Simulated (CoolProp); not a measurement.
Vapour-liquid equilibrium of ethane (1) + C3F8 (R218) (2) at 0.425 MPa; x and y are mole fractions of (1).

Model: multi-fluid Helmholtz-energy mixture model, Bücker 2006 and Lemmon 2006; pair parameters Bell 2016, in CoolProp.

```tsv
x	bubble temperature (K)	y at the bubble point	dew temperature at overall composition x (K)	liquid density (mol/L)
0.05	263.1	0.310	272.3	8.150
0.2	238.5	0.760	267.2	9.339
0.35	227.6	0.870	261.5	10.35
0.5	223.2	0.905	254.8	11.36
0.65	221.0	0.923	246.5	12.53
0.8	219.1	0.944	235.0	13.99
0.95	216.9	0.980	218.6	15.92
```

No azeotrope shows between x = 0.05 and 0.95.

The pair parameters rest on a limited set of measurements; away from them the model extrapolates. With so large a gap from Raoult's law the liquid may split in two, which this calculation doesn't test in full.
